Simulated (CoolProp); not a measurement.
The numbers come from the reference Helmholtz-energy equation of state, Lemmon 2006 in CoolProp. It is a short technical equation, of lower accuracy than the large ones.

Problem. For C2F6 (R116), give the phase and the cp (kJ/(kg K)), cv (kJ/(kg K)), Joule-Thomson coefficient (K/MPa) at 250.7 K and 0.0762 MPa; 250.7 K and 0.112 MPa; 250.7 K and 0.354 MPa.

Solution. 
- 250.7 K and 0.0762 MPa: gas; cp 0.698, cv 0.634, Joule-Thomson coefficient 13.5
- 250.7 K and 0.112 MPa: gas; cp 0.702, cv 0.635, Joule-Thomson coefficient 13.7
- 250.7 K and 0.354 MPa: gas; cp 0.728, cv 0.644, Joule-Thomson coefficient 14.6
